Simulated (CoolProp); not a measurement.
Vapour-liquid equilibrium of propane (1) + n-pentane (2) at 332.1 K; x and y are mole fractions of (1).

The numbers come from the multi-fluid Helmholtz-energy mixture model, Lemmon 2009 and Thol 2019; pair parameters Kunz 2012 in CoolProp.

Q: Give the bubble pressure and the first vapour's composition at x = 0.05, 0.5, 0.725. Is there an azeotrope?

A: x = 0.05: 2.984 bar, y = 0.314; x = 0.5: 10.82 bar, y = 0.865; x = 0.725: 14.90 bar, y = 0.933. No azeotrope shows between x = 0.05 and 0.95.

Pair parameters are fitted to limited data, so mixtures are less certain than the pure fluids.
